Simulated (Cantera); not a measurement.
A closed system holds: 1 mol H2S, 2.7 mol H2, a varied amount of SO2, equilibrated at 2323 K and 1 atm.

Cantera equilibrium calculation (NASA polynomials, part measured and part estimated; ideal gas, pure solids and liquids). Candidate condensed phases: H2O, H2SO4, S; 19 gas species. Equilibrium is a limit: real reactors are often held back by kinetics, nucleation or transport.

Task: At 0.031 mol SO2, list the 6 most abundant gas species with their mole fractions, and the condensed phases.

Result: H2 0.801, S2 0.0753, H2S 0.0613, SH 0.0325, H2O 0.0145, H 0.00968. Condensed: gas only.
